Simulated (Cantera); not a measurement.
Source: NASA polynomial tables (part measured, part estimated), evaluated in Cantera. Values are per mole of reaction as written; species without (g) are pure solids or liquids, kept so even where they would boil at 1 bar.

**Question.** Between 300 and 1348 K, where is each reaction favourable under standard conditions?
- 12 H(g) + Cr2N + 3 NO2(g) = 2 CrO3(g) + 4 NH3(g)

**Answer.** 
- 12 H(g) + Cr2N + 3 NO2(g) = 2 CrO3(g) + 4 NH3(g): ΔG° is -3105 kJ at 300 K and -2059 kJ at 1348 K; it stays negative (K > 1). ΔH° is -3499 kJ and ΔS° -1068 J/K at 1348 K.
